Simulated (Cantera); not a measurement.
A closed system holds: 1 mol Al, 57 mol NH₃, 380 mol H₂, 0.91 mol N₂, equilibrated at 1800 °C and 0.340 bar.

Method: chemical equilibrium by Gibbs-energy minimisation in Cantera with the NASA 1993 tables (ideal gas, pure condensed phases). Candidate condensed phases: Al, AlN; 13 gas species. Rates play no part.

Base state: H₂ 0.935, N₂ 0.0591, H 0.00436, Al 0.00162, AlH 0.000218 (mole fractions); condensed: AlN(s).

Q: What changes in the equilibrium state with this change: temperature from 1800 °C to 1500 °C?

A: 
```json
[
 {"species": "H₂", "before": "0.935", "after": "0.941"},
 {"species": "N₂", "before": "0.0591", "after": "0.0585"},
 {"species": "H", "before": "0.00436", "after": "0.000474"},
 {"species": "Al", "before": "0.00162", "after": "3.30e-6"},
 {"species": "AlH", "before": "0.000218", "after": "9.16e-7"},
 {"species": "AlN(s), mol", "before": "0.0878", "after": "0.998"}
]
```

Q: What changes in the equilibrium state with this change: temperature from 1800 °C to 1277 °C?

A: 
```tsv
species	before	after
H₂	0.935	0.941
N₂	0.0591	0.0585
H	0.00436	5.24e-5
Al	0.00162	6.69e-9
AlH	0.000218	3.78e-9
AlN(s), mol	0.0878	1.000
```
